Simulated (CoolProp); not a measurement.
Nitrogen at 293.15 K and 1.48 MPa flows at 0.12 m/s in a round tube of 50 mm bore and 15 µm roughness, fully developed (64/Re and Nu = 3.66 if laminar; Colebrook and Gnielinski if turbulent). Each further row changes one setting.

Model: reference Helmholtz-energy equation of state, Span 2000, in CoolProp.

| case | Reynolds number | Darcy friction factor | pressure drop (Pa/m) | heat-transfer coefficient (W/(m² K)) | mass flow (kg/h) |
|---|---|---|---|---|---|
| as stated | 5760 | 0.0363 | 0.0891 | 9.76 | 14.5 |
| velocity 0.24 m/s | 11500 | 0.0302 | 0.297 | 17.7 | 28.9 |
| diameter 100 mm | 11500 | 0.0300 | 0.0369 | 8.77 | 57.9 |

Viscosity comes from a separate model (Lemmon 2004). Thermal conductivity comes from a separate model (Lemmon 2004).
